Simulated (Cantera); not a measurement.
A closed system holds: 1 mol Si2H6, 4 mol NO, 8.6 mol H2, held at 1.00 bar.

Method: chemical equilibrium by Gibbs-energy minimisation in Cantera with the NASA 1993 tables (ideal gas, pure condensed phases). Candidate condensed phases: H2O, Si, SiO2, Si2N2O, Si3N4; 35 gas species. The feed counts by its element totals alone. Mutual solubility and eutectic melting of coexisting phases are not modelled. The tables hold silica as quartz up to 1696 K and as liquid above; real silica turns to tridymite and cristobalite and melts near 1996 K. Gases not in the tables: Si(OH)4. The numbers say what is thermodynamically allowed, not how fast it happens.

Problem. Which condensed phases are stable at each of these points (T (K)): 1500, 1550, 1600, 1650, 1700, 1750, 1800, 1850, 1900, 1950, 2000, 2050, 2100?

Solution. 
| T (K) | condensed phases | Si condensed (%) |
|---|---|---|
| 1500 | SiO2(β-quartz) + Si2N2O(s) | 100.0 |
| 1550 | SiO2(β-quartz) + Si2N2O(s) | 100.0 |
| 1600 | SiO2(β-quartz) + Si2N2O(s) | 100.0 |
| 1650 | SiO2(β-quartz) + Si2N2O(s) | 99.9 |
| 1700 | SiO2(condensed) + Si2N2O(s) | 99.7 |
| 1750 | SiO2(condensed) | 99.4 |
| 1800 | SiO2(condensed) | 99.1 |
| 1850 | SiO2(condensed) | 98.5 |
| 1900 | SiO2(condensed) | 97.7 |
| 1950 | SiO2(condensed) | 96.4 |
| 2000 | SiO2(l) | 94.7 |
| 2050 | SiO2(l) | 92.2 |
| 2100 | SiO2(l) | 88.8 |

From 1500 K to 1650 K the condensed part is SiO2(β-quartz) + Si2N2O(s). At 1700 K the condensed part is SiO2(condensed) + Si2N2O(s). From 1750 K to 1950 K the condensed part is SiO2(condensed). From 2000 K to 2100 K the condensed part is SiO2(l).
